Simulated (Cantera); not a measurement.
Feed: 1 mol n-butane, 0.52 mol NH3, 16 mol H2, at 2323.15 K and 10.0 mbar.

Cantera equilibrium calculation (NASA polynomials, part measured and part estimated; ideal gas, pure solids and liquids). Candidate condensed phases: C, C6H6, C7H8, C8H18; 92 gas species. Rates play no part.

Base state: H2 0.880, H 0.102, N2 0.00904, C2H2 (acetylene) 0.00426, HCN 0.00392, HNC 0.000369, C2H 2.37e-5, CN 2.01e-5 (mole fractions); condensed: C(graphite).

Problem. What changes in the equilibrium state with this change: temperature from 2323.15 K to 1598 K?

Solution. 
| species | before | after |
|---|---|---|
| H2 | 0.880 | 0.988 |
| N2 | 0.00904 | 0.0117 |
| H | 0.102 | 0.000529 |
| C2H2 (acetylene) | 0.00426 | 2.66e-5 |
| C2H | 2.37e-5 | <1e-9 |
| CN | 2.01e-5 | <1e-9 |
| HNC | 0.000369 | 4.94e-6 |
| HCN | 0.00392 | 0.000217 |
| CH4 | 1.59e-6 | 1.61e-5 |
| C(graphite), mol | 3.70 | 3.99 |
